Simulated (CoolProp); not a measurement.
2000 sccm (0 °C, 1 atm) of nitrogen bubbles through liquid dimethyl carbonate at 310.2 K and leaves saturated at a total pressure of 0.0317 MPa (ideal gas phase). Each further row changes one setting.

Values from CoolProp's reference Helmholtz-energy equation of state, Zhou 2011.

| case | vapour pressure (kPa) | mole fraction of vapour | delivery (mg/min) | delivery (sccm) | change of delivery for a bath 1 K warmer (%) |
|---|---|---|---|---|---|
| as stated | 13.1 | 0.413 | ? | ? | 8.4 |
| bath temperature 315.2 K | ? | 0.519 | 8680 | 2160 | 10.0 |
| total pressure 0.0634 MPa | 13.1 | 0.207 | 2090 | 521 | 6.1 |

Complete the blanks.


- as stated, delivery (mg/min): 5660
- as stated, delivery (sccm): 1410
- bath temperature 315.2 K, vapour pressure (kPa): 16.5
